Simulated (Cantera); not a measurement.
A perfectly stirred reactor is fed with 5.24 % CH₄, 17.8 % O₂, 66.5 % N₂, 10.5 % H₂O, equivalence ratio 0.59, at 100000 Pa; it is adiabatic with a 775 K inlet, and is followed from long to short residence time, starting on the burning branch (τ in s: 0.088, 0.033, 0.013, 0.0047, 0.0018, 0.00067, 0.00025, 9.5e-05, 3.6e-05).

Computed with Cantera and GRI-Mech 3.0 (53 species, 325 reactions).

Predict: blow-out, bracketed by the residence times tried; x(CH₄) at τ = 88.0 ms; x(O₂) at τ = 88.0 ms; x(H₂O) at τ = 88.0 ms; x(CO₂) at τ = 88.0 ms; x(H₂) at τ = 88.0 ms; x(CH₄) at τ = 1.80 ms; x(O₂) at τ = 1.80 ms; x(H₂O) at τ = 1.80 ms; x(CO₂) at τ = 1.80 ms; x(H₂) at τ = 1.80 ms.


```json
{
 "blow_out_bracketed_by_the_residence_times_tried": "burning at 0.250 ms, out at 95.0 µs",
 "x(CH₄) at τ = 88.0 ms": "7.65e-6",
 "x(O₂) at τ = 88.0 ms": "0.0725",
 "x(H₂O) at τ = 88.0 ms": "0.208",
 "x(CO₂) at τ = 88.0 ms": "0.0520",
 "x(H₂) at τ = 88.0 ms": "0.000187",
 "x(CH₄) at τ = 1.80 ms": "0.000105",
 "x(O₂) at τ = 1.80 ms": "0.0736",
 "x(H₂O) at τ = 1.80 ms": "0.204",
 "x(CO₂) at τ = 1.80 ms": "0.0487",
 "x(H₂) at τ = 1.80 ms": "0.00168"
}
```
